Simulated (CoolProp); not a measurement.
Vapour-liquid equilibrium of propane (1) + isopentane (2) at 3.39 bar; x and y are mole fractions of (1).

The numbers come from the multi-fluid Helmholtz-energy mixture model, Lemmon 2009 and Lemmon 2006; pair parameters Kunz 2012 in CoolProp.

```csv
x,"bubble temperature, mixture model (K)","bubble temperature, Raoult's law (K)","y, mixture model","y, Raoult's law"
0.05,(withheld),330.2,0.276,0.294
0.2,(withheld),307.3,(withheld),0.704
0.35,(withheld),292.8,(withheld),0.855
0.5,(withheld),282.6,(withheld),0.925
0.65,(withheld),275.0,0.950,0.961
0.8,269.0,269.0,0.976,0.983
0.95,264.1,264.0,0.995,0.997
```

### Question
Fill in the missing entries.

### Answer

- 0.05, bubble temperature, mixture model (K): 330.0
- 0.2, bubble temperature, mixture model (K): 306.1
- 0.2, y, mixture model: 0.687
- 0.35, bubble temperature, mixture model (K): 291.7
- 0.35, y, mixture model: 0.838
- 0.5, bubble temperature, mixture model (K): 282.0
- 0.5, y, mixture model: 0.909
- 0.65, bubble temperature, mixture model (K): 274.8

The largest gap from Raoult's law is -1.2 K in bubble temperature, at x = 0.2. No azeotrope shows between x = 0.05 and 0.95.

Pair parameters are fitted to limited data, so mixtures are less certain than the pure fluids.
